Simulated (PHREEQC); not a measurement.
PHREEQC input (ion-association model, wateq4f.dat):

```
SOLUTION_MASTER_SPECIES
  An  An-  0  An  62.0  # stands for a non-complexing anion
SOLUTION_SPECIES
  An- = An-
    -log_k 0
    -gamma 3.0 0
PHASES
  Fix_H+
    H+ = H+
    -log_k 0
SOLUTION 1
  temp 25
  units mmol/kgw
  pH 7 charge
  Cl 0.22
  Pb 0.089
  Mg 0.021
  Na 300
  An 300
END
SELECTED_OUTPUT 1
  -reset false
  -pH true
  -pe true
  -ionic_strength true
  -water true
  -totals Cl Mg Na Pb
  -molalities Hfo_wOH Hfo_wOH2+ Hfo_wO- Hfo_sOH Hfo_sOH2+ Hfo_sO- Hfo_wOMg+ Hfo_sOPb+ Hfo_wOPb+
  -saturation_indices Brucite Pb(OH)2 Cotunnite Laurionite Halite
USER_PUNCH 1
  -headings sigma psi
  10 PUNCH EDL("sigma", "Hfo"), EDL("psi", "Hfo")
PRINT
  -reset false
USE solution 1
SURFACE 1
  Hfo_wOH 0.000150562 600 0.067
  Hfo_sOH 3.76404e-06
EQUILIBRIUM_PHASES 1
  Fix_H+ -4 HAn 10
    -force_equality true
  O2(g) -0.68 10
END
# ... the last block is repeated for the other 12 points of pH, with NaOH or the acid as the point needs
```

Selected output (columns that matter, 12 of 13 rows; pH added in front):

```
pH	mu	Mg	Na	Pb	m_Hfo_wOH	m_Hfo_wOH2+	m_Hfo_wO-	m_Hfo_sOH	si_Brucite	si_Pb(OH)2	si_Cotunnite	si_Halite	sigma	psi
4	0.30052	2.1e-05	0.3	8.5793e-05	8.7269e-06	0.00014179	1.2305e-08	3.4391e-08	-14.028	-4.765	-7.486	-6.0698	0.34935	0.123
4.5	0.30042	2.1e-05	0.3	8.4988e-05	2.108e-05	0.00012908	7.8863e-08	1.0714e-08	-13.028	-3.7691	-7.4901	-6.0698	0.31943	0.11849
5	0.30038	2.1e-05	0.3	8.263e-05	4.0391e-05	0.00010721	3.4861e-07	2.5898e-09	-12.028	-2.7816	-7.5025	-6.0698	0.2718	0.11039
5.5	0.30032	2.1e-05	0.3	6.991e-05	5.9761e-05	7.4374e-05	1.1001e-06	6.5528e-10	-11.028	-1.8549	-7.5757	-6.0697	0.22171	0.10027
6	0.30024	2.1e-05	0.30001	4.1717e-05	6.8452e-05	3.5572e-05	3.0176e-06	2.6443e-10	-10.028	-1.0813	-7.8019	-6.0695	0.19164	0.093128
6.5	0.30022	2.0999e-05	0.30007	1.8966e-05	6.4348e-05	1.2109e-05	7.8338e-06	1.6325e-10	-9.0284	-0.4307	-8.151	-6.0694	0.17837	0.089647
7.5	0.30021	2.099e-05	0.30011	3.0436e-06	3.8034e-05	1.1353e-06	2.919e-05	7.78e-11	-7.0286	0.6908	-9.0294	-6.0692	0.13901	0.077794
8	0.30022	2.097e-05	0.30013	1.4496e-06	2.5063e-05	3.4815e-07	4.1334e-05	5.0292e-11	-6.0291	1.2125	-9.5076	-6.0692	0.11184	0.067868
8.5	0.30023	2.0918e-05	0.30014	1.06e-06	1.475e-05	9.6858e-08	5.1457e-05	2.946e-11	-5.0303	1.7701	-9.95	-6.0692	0.088001	0.057538
9	0.30024	2.0809e-05	0.30016	1.3319e-06	7.6308e-06	2.2681e-08	5.8813e-05	1.5291e-11	-4.033	2.3992	-10.321	-6.0691	0.069775	0.048325
9.5	0.30028	2.0598e-05	0.3002	2.675e-06	3.6706e-06	4.8285e-09	6.3924e-05	7.4748e-12	-3.0389	3.064	-10.656	-6.0691	0.054745	0.039689
10	0.30038	1.9945e-05	0.30031	6.3294e-06	1.9908e-06	1.3234e-09	6.8608e-05	4.2419e-12	-2.0574	3.6065	-11.114	-6.069	0.036289	0.027646
```

Along this series the solution becomes supersaturated in solids that the run did not let form, among them Pb(OH)2.
